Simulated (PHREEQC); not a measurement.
Synthetic water in mg/L, 64 °C, pH 3, pe 11.1:

```
constituent    mg/L
-----------  ------
Na             95.2
K              7.26
Ca             55.8
Mg           0.0717
Cl             62.9
S(6) as SO4     358
Zn             1.12
Fe(3)          0.19
Br            0.493
Cd            0.106
Mn(2)          4.81
Cu(2)        0.0764
```

Cl is adjusted to close the charge balance.
Valence states are taken as typed.

Equilibrium calculation in PHREEQC: ion-association model, phreeqc.dat.

Question: The ionic strength comes out as 0.0118 mol/kgw. What activity coefficients do Br-, Ca+2, NaSO4-, Mn+2, SO4-2 get?

Answer: Br- 0.88, Ca+2 0.63, NaSO4- 0.89, Mn+2 0.64, SO4-2 0.63.

Precipitation was switched off in this run. Saturation is exceeded, for instance for Hematite (slow to form), Goethite (slow to form); the values hold only as long as no solid forms. At this temperature some constants are extrapolated from 25 °C, and those without enthalpy data are left unchanged.
